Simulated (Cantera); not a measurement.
Input: 1 mol Si, 3.3 mol HCl, 55 mol N2, at 1625 K and 0.00110 bar.

Cantera equilibrium calculation (NASA polynomials, part measured and part estimated; ideal gas, pure solids and liquids). The tables' values for SiCl3, SiCl are old estimates; treat these amounts as uncertain. Equilibrium is a limit: real reactors are often held back by kinetics, nucleation or transport.

| species | before | after |
|---|---|---|
| N2 | 0.943 | 0.943 |
| HCl | 0.0220 | 0.0250 |
| H2 | 0.0172 | 0.0158 |
| SiCl2 | 0.0170 | 0.0151 |
| Si | 2.55e-5 | 1.34e-6 |
| SiCl4 | 1.73e-6 | 2.61e-5 |
| SiCl | 3.87e-5 | 8.39e-6 |
| SiCl3 | 0.000112 | 0.000412 |
| H | 0.000279 | 7.68e-5 |
| Cl | 0.000281 | 9.55e-5 |
| Si3N4(s), mol | 0 | 0.0309 |
Gas species are given as mole fractions.

Which change was made?
(A) temperature from 1625 K to 750 K
(B) temperature from 1625 K to 650 K
(C) pressure from 0.00110 bar to 0.0133 bar
(D) temperature from 1625 K to 1400 K

C, pressure from 0.00110 bar to 0.0133 bar. The tables' values for SiCl3 are old estimates; treat these amounts as uncertain
